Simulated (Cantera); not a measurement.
Charge: 1 mol Si, 2.1 mol Br2, 32 mol H2, held at 0.770 bar.

Points: T (K) = 1198, 1223, 1248, 1273, 1298, 1323, 1348, 1373, 1398, 1423, 1448, 1473, 1498, 1523.

Cantera's Mixture.equilibrate('TP', solver="vcs", rtol=1e-11, max_steps=5000) on the NASA tables stopped like this:

```
ERROR: FAILURE its = 5001!

*******************************************************************************
CanteraError thrown by MultiPhase::equilibrate:
VCS solver failed. Return code: -1
*******************************************************************************
```

What got this run through?

This is not unique; one that fits is The failure is numerical, not chemical. The same input converged with solver="gibbs", rtol=1e-10, max_steps=50000, and the result passed a check of the equilibrium conditions:
```
log10 of partial pressures in bar; condensed amounts in mol
       T/K        H2       HBr     SiBr2     SiBr4    SiHBr3     SiBr3   SiH2Br2    Si(cr)
      1198    -0.146    -1.415    -2.469    -2.006    -2.529    -3.157    -3.374    0.2449
      1223    -0.148    -1.374    -2.367    -2.067    -2.571    -3.108    -3.397    0.2697
      1248    -0.150    -1.338    -2.276    -2.138    -2.620    -3.070    -3.425    0.2913
      1273    -0.152    -1.307    -2.195    -2.219    -2.678    -3.044    -3.459     0.309
      1298    -0.154    -1.281    -2.125    -2.312    -2.745    -3.030    -3.498    0.3226
      1323    -0.155    -1.259    -2.065    -2.416    -2.819    -3.028    -3.544    0.3321
      1348    -0.156    -1.242    -2.015    -2.531    -2.903    -3.037    -3.595    0.3379
      1373    -0.157    -1.229    -1.974    -2.655    -2.993    -3.056    -3.651    0.3406
      1398    -0.158    -1.219    -1.941    -2.787    -3.089    -3.083    -3.710    0.3406
      1423    -0.159    -1.212    -1.914    -2.925    -3.190    -3.118    -3.773    0.3386
      1448    -0.159    -1.208    -1.892    -3.067    -3.293    -3.158    -3.838    0.3352
      1473    -0.160    -1.205    -1.874    -3.210    -3.397    -3.201    -3.903    0.3308
      1498    -0.160    -1.203    -1.860    -3.354    -3.502    -3.247    -3.969    0.3258
      1523    -0.160    -1.203    -1.848    -3.497    -3.606    -3.294    -4.034    0.3204
```

The gas is ideal and each condensed phase is pure. The tables' values for SiBr3 are old estimates; treat these amounts as uncertain.
